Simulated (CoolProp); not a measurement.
n-perfluorohexane at 441.18 K and 0.316 MPa is throttled through a valve to 0.184 MPa with no heat exchange. Each further row changes one setting.

Computed with CoolProp (reference Helmholtz-energy equation of state, Gao 2022).

| case | temperature change (K) | final density (kg/m³) |
|---|---|---|
| as stated | -1.2 | 17.7 |
| outlet pressure 0.0552 MPa | -2.3 | 5.18 |
| outlet pressure 0.239 MPa | -0.7 | 23.3 |
